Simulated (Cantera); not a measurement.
An isothermal plug-flow reactor at 900 K and 473 Torr (inlet), inlet velocity 4.6 m/s, active area per volume 230 1/m; feed H2 : O2 : N2 = 0.005 : 0.022 : 0.79 (molar parts).

Detailed kinetics in Cantera: Deutschmann's 1995 Pt surface mechanism with GRI-Mech 3.0 gas chemistry. Catalytic surfaces can have several steady states; this one follows from the mechanism file's or the stated starting coverage. Mass transfer to the wall is taken as infinitely fast.

**Question.** What does this change do: inlet velocity 4.6 to 20 m/s?

**Answer.** 
| quantity | before | after |
|---|---|---|
| x(H2) at z = 0.012 m | 6.36e-5 | 0.00147 |
| x(O2) at z = 0.012 m | 0.0240 | 0.0247 |
| x(H2O) at z = 0.012 m | 0.00607 | 0.00466 |
| θ(free Pt) at the exit | 0.179 | 0.216 |
| θ(O*) at the exit | 0.820 | 0.782 |
| θ(OH*) at the exit | 0.00157 | 0.00159 |
